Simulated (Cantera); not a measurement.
Charge: 1 mol FeS2, 0.67 mol H2S, 0.23 mol CO2, held at 1800 K.

Method: chemical equilibrium by Gibbs-energy minimisation in Cantera with the NASA 1993 tables (ideal gas, pure condensed phases). Candidate condensed phases: C, C6H6, C7H8, C8H18, Fe, Fe(CO)5, FeO, Fe(OH)2, Fe(OH)3, FeS, FeSO4, FeS2, Fe2O3, Fe2(SO4)3, Fe3O4, H2O, H2SO4, S; 127 gas species. FeS: taken at fixed stoichiometry. Kinetics and transport are ignored.

x: gas mole fraction; n: condensed amount in mol.

```csv
P (Pa),x S2,x H2,x H2S,x CO,x H2O,x CO2,x SH,x SO,x COS,x SO2,n FeS(l)
1000,0.447,0.267,0.0194,0.121,0.0886,0.0105,0.0151,0.0114,0.000307,0.0102,0.998
2600,0.450,0.254,0.0298,0.121,0.0958,0.0119,0.0148,0.00803,0.000495,0.00822,1.000
6700,0.451,0.238,…,0.120,0.101,…,0.0143,…,…,…,1.000
17000,0.448,0.219,0.0654,0.120,0.105,0.0151,0.0137,0.00400,0.00125,0.00524,1.000
45000,0.443,0.194,0.0939,0.119,0.108,0.0173,0.0128,0.00283,0.00201,0.00429,1.000
120000,0.435,0.166,0.129,0.117,0.110,0.0203,0.0117,0.00204,0.00321,0.00368,1.000
300000,0.426,0.137,0.167,0.114,0.110,0.0240,0.0105,0.00155,0.00490,0.00338,1.000
770000,0.415,…,…,0.110,0.108,…,…,…,…,0.00328,1.000
2000000,0.404,0.0802,0.247,0.103,0.105,0.0350,0.00785,0.000949,0.0110,0.00337,1.000
```

Task: What belongs in the gaps?

Result: 
- 770000, x H2: 0.107
- 770000, x H2S: 0.207
- 770000, x CO2: 0.0289
- 770000, x SH: 0.00920
- 770000, x SO: 0.00120
- 770000, x COS: 0.00743
- 6700, x H2S: 0.0448
- 6700, x CO2: 0.0134
- 6700, x SO: 0.00565
- 6700, x COS: 0.000792
- 6700, x SO2: 0.00653
